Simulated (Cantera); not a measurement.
Low-pressure radical oxidation in H2/O2

An isothermal, constant-pressure homogeneous reactor starts with 5.12 % H2, 94.9 % O2, equivalence ratio 0.027, at 1375 K and 1.43 Torr.

Computed with Cantera and the H2/O2 subset of GRI-Mech 3.0, which has no nitrogen chemistry. Radical loss at walls, strong at low pressure, is not modelled. The temperature is held fixed by assumption; the heat of reaction is taken as removed at once.

```json
[
 {"t (s)": "3.00e-5", "x H2": "0.0512", "x O2": "0.949", "x H": "3.12e-9", "x H2O": "8.92e-12", "x OH": "3.04e-10", "x HO2": "3.42e-9", "x O": "3.07e-10"},
 {"t (s)": "7.27e-5", "x H2": "0.0512", "x O2": "0.949", "x H": "6.76e-9", "x H2O": "1.17e-10", "x OH": "1.61e-9", "x HO2": "8.28e-9", "x O": "1.64e-9"},
 {"t (s)": "0.000176", "x H2": "0.0512", "x O2": "0.949", "x H": "1.35e-8", "x H2O": "1.41e-9", "x OH": "7.62e-9", "x HO2": "2.01e-8", "x O": "8.02e-9"},
 {"t (s)": "0.000428", "x H2": "0.0512", "x O2": "0.949", "x H": "2.78e-8", "x H2O": "1.50e-8", "x OH": "3.22e-8", "x HO2": "4.86e-8", "x O": "3.59e-8"},
 {"t (s)": "0.00104", "x H2": "0.0512", "x O2": "0.949", "x H": "9.21e-8", "x H2O": "1.64e-7", "x OH": "1.58e-7", "x HO2": "1.18e-7", "x O": "1.90e-7"},
 {"t (s)": "0.00251", "x H2": "0.0512", "x O2": "0.949", "x H": "1.12e-6", "x H2O": "3.55e-6", "x OH": "2.18e-6", "x HO2": "2.85e-7", "x O": "2.71e-6"},
 {"t (s)": "0.00609", "x H2": "0.0494", "x O2": "0.947", "x H": "0.000379", "x H2O": "0.00130", "x OH": "0.000730", "x HO2": "4.66e-7", "x O": "0.000925"},
 {"t (s)": "0.0148", "x H2": "0.00103", "x O2": "0.905", "x H": "0.00661", "x H2O": "0.0439", "x OH": "0.00600", "x HO2": "3.05e-7", "x O": "0.0372"},
 {"t (s)": "0.0358", "x H2": "0.000886", "x O2": "0.905", "x H": "0.00632", "x H2O": "0.0443", "x OH": "0.00571", "x HO2": "2.98e-7", "x O": "0.0376"},
 {"t (s)": "0.0868", "x H2": "0.000875", "x O2": "0.906", "x H": "0.00619", "x H2O": "0.0445", "x OH": "0.00567", "x HO2": "2.97e-7", "x O": "0.0370"},
 {"t (s)": "0.211", "x H2": "0.000848", "x O2": "0.907", "x H": "0.00588", "x H2O": "0.0447", "x OH": "0.00559", "x HO2": "2.94e-7", "x O": "0.0358"},
 {"t (s)": "0.510", "x H2": "0.000788", "x O2": "0.910", "x H": "0.00521", "x H2O": "0.0453", "x OH": "0.00540", "x HO2": "2.88e-7", "x O": "0.0329"},
 {"t (s)": "1.24", "x H2": "0.000662", "x O2": "0.917", "x H": "0.00392", "x H2O": "0.0465", "x OH": "0.00496", "x HO2": "2.73e-7", "x O": "0.0271"},
 {"t (s)": "3.00", "x H2": "0.000446", "x O2": "0.927", "x H": "0.00209", "x H2O": "0.0484", "x OH": "0.00410", "x HO2": "2.37e-7", "x O": "0.0177"}
]
```
x: mole fraction; the columns are a selection and need not sum to one.

Equilibrium at this temperature and pressure: H2 3.81e-7, O2 0.947, H 4.89e-8, H2O 0.0525, OH 0.000121, HO2 3.44e-8, O 1.43e-5 (gas phase only).
